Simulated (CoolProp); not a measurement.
Vapour-liquid equilibrium of ethylene (1) + n-butane (2) at 123 kPa; x and y are mole fractions of (1).

Values from CoolProp's multi-fluid Helmholtz-energy mixture model, Smukala 2000 and Bücker 2006; pair parameters Bell 2016.

Task: Give the bubble temperature and the first vapour's composition at x = 0.275, 0.425, 0.65. Is there an azeotrope?

Result: x = 0.275: 199.8 K, y = 0.987; x = 0.425: 191.5 K, y = 0.994; x = 0.65: 182.3 K, y = 0.998. No azeotrope shows between x = 0.05 and 0.95.

The pair parameters rest on a limited set of measurements; away from them the model extrapolates. The gap from Raoult's law changes sign with composition, which may be real or a fault of the pair parameters; it wasn't checked against measurements.
